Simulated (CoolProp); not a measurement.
A single-stage vapour-compression cycle with R407C: evaporating at 221.15 K (dew point), condensing at 283.15 K (bubble point), superheat 10 K, subcooling 8 K, compressor efficiency 0.75, no pressure losses. Each further row changes one setting.

Model: reference Helmholtz-energy equation of state, Lemmon 2003, in CoolProp. It is a pseudo-pure fit of the blend.

```tsv
case	cooling COP	pressure ratio	discharge temperature (K)	refrigerating effect (kJ/kg)	volumetric capacity (kJ/m³)
as stated	…	17.3	359.6	185	379
evaporating temperature 226.15 K	2.13	…	352.7	188	…
condensing temperature 278.15 K	…	14.9	352.2	192	394
subcooling 13 K	1.95	17.3	359.6	192	394
superheat 20 K	1.87	17.3	371.5	192	…
compressor efficiency 0.65	…	17.3	374.9	185	379
```

Task: Complete the blanks.

Result: 
- as stated, cooling COP: 1.88
- evaporating temperature 226.15 K, pressure ratio: 13.1
- evaporating temperature 226.15 K, volumetric capacity (kJ/m³): 502
- condensing temperature 278.15 K, cooling COP: 2.08
- superheat 20 K, volumetric capacity (kJ/m³): 377
- compressor efficiency 0.65, cooling COP: 1.63
